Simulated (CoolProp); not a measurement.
Computed with CoolProp (reference Helmholtz-energy equation of state, Zhou 2014).

Task: For cyclohexane, give the phase and the cp (kJ/(kg K)), cv (kJ/(kg K)), isothermal compressibility (1/MPa), expansivity (1/kK) at 558.5 K and 0.745 MPa; 558.5 K and 1.26 MPa.

Result: 
- 558.5 K and 0.745 MPa: gas; cp 2.56, cv 2.43, isothermal compressibility 1.44, expansivity 2.20
- 558.5 K and 1.26 MPa: gas; cp 2.61, cv 2.45, isothermal compressibility 0.902, expansivity 2.60
